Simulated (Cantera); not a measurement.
What does this Cantera script print?

```python
import numpy as np
import cantera as ct

gas_names = """
    C CO CO2 C2 C2O C3 C3O2 C4 C5 Cu CuO Cu2 O O2 O3
""".split()
cond_names = """
    C(gr) Cu(cr) Cu(L) CuO(s) Cu2O(s) Cu2O(L)
""".split()


# ... load() reads the species with a 1 bar reference pressure and builds the phases ...
atoms = {
    'Cu2O': {'Cu': 2, 'O': 1},
    'C': {'C': 1},
    'CO': {'C': 1, 'O': 1},
}
top_T = {'C(gr)': 4500, 'CuO(s)': 1390}  # K; cautious upper limits of use, not melting points


# ... equilibrate(T, P, feed) seeds the gas with the atoms and calls Mixture.equilibrate('TP', solver="vcs", rtol=1e-11, max_steps=5000) ...
results = []
feed = {'Cu2O': 1, 'C': 0.57, 'CO': 0.01}  # mol
P = 33000  # Pa
for T in [1900, 1950, 2000, 2050, 2100, 2150, 2200, 2250, 2300, 2350, 2400, 2450, 2500]:
    mix = equilibrate(T, P, feed)
    results.append((T, P, feed, dict(zip(mix.species_names, mix.species_moles))))
    x = sorted(zip(gas.X, gas.species_names), reverse=True)
    print(f"T = {T:g} K  P = {P:g} Pa  gas = {mix.phase_moles(0):.4g} mol")
    print("   x: " + "  ".join(f"{s} {v:.3e}" for v, s in x if v > 1e-05))
    print("   condensed (mol): " + ("  ".join(f"{mix.phase(i).name} {mix.phase_moles(i):.4g}"
          for i in range(1, mix.n_phases) if mix.phase_moles(i) > 1e-12) or "none"))
```

Result:

```
T = 1900 K  P = 33000 Pa  gas = 0.5829 mol
   x: CO2 7.377e-01  CO 2.574e-01  Cu 4.896e-03  Cu2 1.410e-05
   condensed (mol): Cu(L) 1.997
T = 1950 K  P = 33000 Pa  gas = 0.5848 mol
   x: CO2 7.353e-01  CO 2.566e-01  Cu 8.097e-03  Cu2 2.808e-05  O2 1.847e-05
   condensed (mol): Cu(L) 1.995
T = 2000 K  P = 33000 Pa  gas = 0.5877 mol
   x: CO2 7.315e-01  CO 2.553e-01  Cu 1.305e-02  Cu2 5.392e-05  O2 4.350e-05
   condensed (mol): Cu(L) 1.992
T = 2050 K  P = 33000 Pa  gas = 0.5923 mol
   x: CO2 7.258e-01  CO 2.535e-01  Cu 2.052e-02  Cu2 1.001e-04  O2 9.813e-05  O 1.678e-05  CuO 1.191e-05
   condensed (mol): Cu(L) 1.988
T = 2100 K  P = 33000 Pa  gas = 0.5992 mol
   x: CO2 7.172e-01  CO 2.508e-01  Cu 3.157e-02  O2 2.125e-04  Cu2 1.801e-04  O 3.528e-05  CuO 2.577e-05
   condensed (mol): Cu(L) 1.981
T = 2150 K  P = 33000 Pa  gas = 0.6095 mol
   x: CO2 7.045e-01  CO 2.471e-01  Cu 4.757e-02  O2 4.421e-04  Cu2 3.148e-04  O 7.152e-05  CuO 5.364e-05
   condensed (mol): Cu(L) 1.971
T = 2200 K  P = 33000 Pa  gas = 0.625 mol
   x: CO2 6.860e-01  CO 2.420e-01  Cu 7.030e-02  O2 8.839e-04  Cu2 5.354e-04  O 1.400e-04  CuO 1.075e-04
   condensed (mol): Cu(L) 1.955
T = 2250 K  P = 33000 Pa  gas = 0.6481 mol
   x: CO2 6.596e-01  CO 2.353e-01  Cu 1.020e-01  O2 1.693e-03  Cu2 8.880e-04  O 2.643e-04  CuO 2.076e-04
   condensed (mol): Cu(L) 1.933
T = 2300 K  P = 33000 Pa  gas = 0.6832 mol
   x: CO2 6.224e-01  CO 2.266e-01  Cu 1.456e-01  O2 3.090e-03  Cu2 1.439e-03  O 4.806e-04  CuO 3.853e-04
   condensed (mol): Cu(L) 1.898
T = 2350 K  P = 33000 Pa  gas = 0.7377 mol
   x: CO2 5.708e-01  CO 2.155e-01  Cu 2.046e-01  O2 5.314e-03  Cu2 2.280e-03  O 8.378e-04  CuO 6.844e-04
   condensed (mol): Cu(L) 1.845
T = 2400 K  P = 33000 Pa  gas = 0.826 mol
   x: CO2 5.011e-01  Cu 2.833e-01  CO 2.011e-01  O2 8.472e-03  Cu2 3.539e-03  O 1.390e-03  CuO 1.155e-03
   condensed (mol): Cu(L) 1.759
T = 2450 K  P = 33000 Pa  gas = 0.9805 mol
   x: CO2 4.101e-01  Cu 3.868e-01  CO 1.815e-01  O2 1.224e-02  Cu2 5.389e-03  O 2.171e-03  CuO 1.832e-03
   condensed (mol): Cu(L) 1.608
T = 2500 K  P = 33000 Pa  gas = 1.291 mol
   x: Cu 5.214e-01  CO2 2.963e-01  CO 1.529e-01  O2 1.546e-02  Cu2 8.059e-03  O 3.137e-03  CuO 2.685e-03
   condensed (mol): Cu(L) 1.303
```

Cantera equilibrium calculation (NASA polynomials, part measured and part estimated; ideal gas, pure solids and liquids).
